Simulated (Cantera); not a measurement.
An adiabatic, constant-pressure homogeneous reactor starts with CH₄ : CO : O₂ : N₂ = 1 : 0.048 : 1.45 : 5.44 (molar parts), equivalence ratio 1.4, at 1275 K and 1.01 bar. Integrator tolerance rtol = 1e-08.

Model: GRI-Mech 3.0 (53 species, 325 reactions), integrated in Cantera.

Q: What does this change do: pressure from 1.01 bar to 0.390 bar?

A: 
```tsv
quantity	before	after
time of steepest temperature rise	20.1 ms	41.4 ms
temperature at 1.00 s	2632 K	2583 K
equilibrium temperature	2632 K	2583 K
x(CH₄) at 1.00 s	<1e-12 (gas-phase equilibrium <1e-12)	<1e-12 (gas-phase equilibrium <1e-12)
x(CO) at 1.00 s	0.0828 (gas-phase equilibrium 0.0828)	0.0829 (gas-phase equilibrium 0.0829)
x(O₂) at 1.00 s	0.00115 (gas-phase equilibrium 0.00115)	0.00179 (gas-phase equilibrium 0.00179)
x(C₂H₆) at 1.00 s	<1e-12 (gas-phase equilibrium <1e-12)	<1e-12 (gas-phase equilibrium <1e-12)
x(C₂H) at 1.00 s	<1e-12 (gas-phase equilibrium <1e-12)	<1e-12 (gas-phase equilibrium <1e-12)
x(CH₂) at 1.00 s	<1e-12 (gas-phase equilibrium <1e-12)	<1e-12 (gas-phase equilibrium <1e-12)
```
